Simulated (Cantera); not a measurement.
Adiabatic ignition

An adiabatic, constant-volume homogeneous reactor starts with 14.4 % H2, 18.0 % O2, 67.6 % N2, equivalence ratio 0.40, at 1173 K and 4.10 bar.

Computed with Cantera and the H2/O2 subset of GRI-Mech 3.0, which has no nitrogen chemistry. The hydrogen kinetics of GRI-Mech 3.0 are dated; newer H2 mechanisms differ, most at raised pressure.

```csv
t (s),T (K),P (bar),x H2,x O2,x O,x H,x HO2,x OH,x H2O
8.00e-6,1173,4.10,0.144,0.180,1.22e-7,3.80e-7,9.11e-7,6.09e-8,1.35e-6
2.33e-5,1533,5.26,0.0707,0.144,0.00774,0.0174,0.000268,0.00703,0.0636
6.79e-5,2403,7.82,0.000587,0.114,0.00107,0.000141,1.43e-5,0.00667,0.151
0.000198,2403,7.82,0.000587,0.114,0.00107,0.000141,1.43e-5,0.00667,0.151
0.000577,2403,7.82,0.000587,0.114,0.00107,0.000141,1.43e-5,0.00667,0.151
0.00168,2403,7.82,0.000587,0.114,0.00107,0.000141,1.43e-5,0.00667,0.151
0.00490,2403,7.82,0.000587,0.114,0.00107,0.000141,1.43e-5,0.00667,0.151
0.0143,2403,7.82,0.000587,0.114,0.00107,0.000141,1.43e-5,0.00667,0.151
0.0416,2403,7.82,0.000587,0.114,0.00107,0.000141,1.43e-5,0.00667,0.151
0.121,2403,7.82,0.000587,0.114,0.00107,0.000141,1.43e-5,0.00667,0.151
0.353,2403,7.82,0.000587,0.114,0.00107,0.000141,1.43e-5,0.00667,0.151
1.03,2403,7.82,0.000587,0.114,0.00107,0.000141,1.43e-5,0.00667,0.151
3.00,2403,7.82,0.000587,0.114,0.00107,0.000141,1.43e-5,0.00667,0.151
```
x: mole fraction; the columns are a selection and need not sum to one.

```yaml
time_of_steepest_temperature_rise: 23.6 µs
temperature at 3.00 s: 2403 K
equilibrium_temperature: 2403 K
x(H2) at 3.00 s: 0.000587 (gas-phase equilibrium 0.000587)
x(O2) at 3.00 s: 0.114 (gas-phase equilibrium 0.114)
x(O) at 3.00 s: 0.00107 (gas-phase equilibrium 0.00107)
```
